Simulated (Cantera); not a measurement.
Input: 1 mol SiCl₄, 5.8 mol O₂, equilibrated at 1350 K and 1000 Pa.

Equilibrium computed with Cantera from the NASA thermochemical tables; the gas is ideal and each condensed phase is pure. Candidate condensed phases: Si, SiO₂; 15 gas species. The tables hold silica as quartz up to 1696 K and as liquid above; real silica turns to tridymite and cristobalite and melts near 1996 K. The numbers say what is thermodynamically allowed, not how fast it happens.

Base state: O₂ 0.673, Cl₂ 0.234, Cl 0.0923, ClO 0.000230 (mole fractions); condensed: SiO₂(β-quartz).

Q: What changes in the equilibrium state with this change: SiCl₄ replaced by SiF₄?

A: 
```csv
species,before,after
O₂,0.673,0.853
SiF₄,0,0.147
Cl₂,0.234,0
Cl,0.0923,0
ClO,0.000230,0
"SiO₂(β-quartz), mol",1.00,0
```

Q: What changes in the equilibrium state with this change: temperature from 1350 K to 1625 K?

A: 
```tsv
species	before	after
O₂	0.673	0.585
Cl	0.0923	0.342
Cl₂	0.234	0.0724
O	3.46e-6	0.000149
ClO	0.000230	0.000555
SiO₂(β-quartz), mol	1.00	1.00
```
